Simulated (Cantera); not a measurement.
What does this Cantera script print?

```python
import numpy as np
import cantera as ct

gas = ct.Solution("gri30.yaml")
gas.TPX = 1300, 13332, {'C2H6': 1, 'N2': 96}
reactor = ct.IdealGasConstPressureReactor(gas, energy="off", clone=False)
net = ct.ReactorNet([reactor])
net.rtol, net.atol = 1e-08, 1e-18
show = ['C2H6', 'CH2', 'H2', 'C2H2', 'HCN', 'C2H']
times = np.geomspace(1e-05, 60, 14)

steps = ct.SolutionArray(gas, extra=["t"])
rows = []
print(f"{'t/s':>10s}{'T/K':>9s}{'P/Pa':>11s}" + "".join(f"{s:>11s}" for s in show))
for t in times:
    while net.time < t:
        t_next = net.step()
        steps.append(gas.state, t=t_next)
    rows.append([np.interp(t, steps.t, y) for y in (steps.T, steps.P, *steps(*show).X.T)])
    print(f"{t:10.3e}{rows[-1][0]:9.1f}{rows[-1][1]:11.4g}" + "".join(f"{x:11.3e}" for x in rows[-1][2:]))
rate = np.gradient(steps.T, steps.t)
print("integrator steps:", len(steps.t))
if steps.T.max() > steps.T[0] + 200:
    print(f"time of steepest temperature rise: {steps.t[rate.argmax()]:.4e} s")
gas.TPX = 1300, 13332, {'C2H6': 1, 'N2': 96}
gas.equilibrate("TP")
print(f"equilibrium (TP): T = {gas.T:.1f} K  " + "  ".join(f"{s} {gas[s].X[0]:.3e}" for s in show))
```

Output:

```
       t/s      T/K       P/Pa       C2H6        CH2         H2       C2H2        HCN        C2H
 1.000e-05   1300.0  1.333e+04  1.031e-02  5.837e-14  1.652e-10  5.687e-17  4.038e-20  5.107e-28
 3.322e-05   1300.0  1.333e+04  1.031e-02  2.091e-12  3.869e-09  5.210e-15  1.516e-18  1.219e-24
 1.104e-04   1300.0  1.333e+04  1.030e-02  7.363e-11  1.605e-07  8.855e-13  3.357e-16  8.088e-21
 3.666e-04   1300.0  1.333e+04  1.028e-02  2.297e-09  6.384e-06  4.900e-10  1.243e-12  1.555e-16
 1.218e-03   1300.0  1.333e+04  1.006e-02  3.249e-08  1.678e-04  2.890e-07  1.291e-09  1.686e-12
 4.046e-03   1300.0  1.333e+04  8.711e-03  7.232e-08  1.349e-03  2.086e-05  1.347e-08  5.478e-11
 1.344e-02   1300.0  1.333e+04  4.797e-03  6.168e-08  5.030e-03  3.598e-04  2.861e-08  3.257e-10
 4.465e-02   1300.0  1.333e+04  5.053e-04  1.492e-08  1.076e-02  2.614e-03  4.061e-08  1.052e-09
 1.483e-01   1300.0  1.333e+04  1.760e-05  6.585e-10  1.377e-02  5.254e-03  4.204e-08  4.452e-10
 4.927e-01   1300.0  1.333e+04  1.011e-06  4.351e-11  1.523e-02  6.716e-03  4.202e-08  1.441e-10
 1.637e+00   1300.0  1.333e+04  1.902e-07  9.595e-12  1.634e-02  7.840e-03  4.198e-08  7.840e-11
 5.437e+00   1300.0  1.333e+04  1.171e-07  7.492e-12  1.744e-02  8.942e-03  4.193e-08  7.867e-11
 1.806e+01   1300.0  1.333e+04  1.000e-07  7.085e-12  1.774e-02  9.243e-03  4.193e-08  7.917e-11
 6.000e+01   1300.0  1.333e+04  9.722e-08  7.000e-12  1.778e-02  9.257e-03  4.196e-08  7.942e-11
integrator steps: 1345
equilibrium (TP): T = 1300.0 K  C2H6 1.761e-09  CH2 8.990e-13  H2 1.995e-02  C2H2 1.743e-03  HCN 1.653e-02  C2H 1.687e-11
```

Detailed kinetics in Cantera: GRI-Mech 3.0 (53 species, 325 reactions). GRI-Mech 3.0 stops at C3 and has no aromatics, soot or wall deposition, so with more carbon than oxygen in the feed, carbon stays in small species such as C2H2 where larger ones or solid carbon would form.
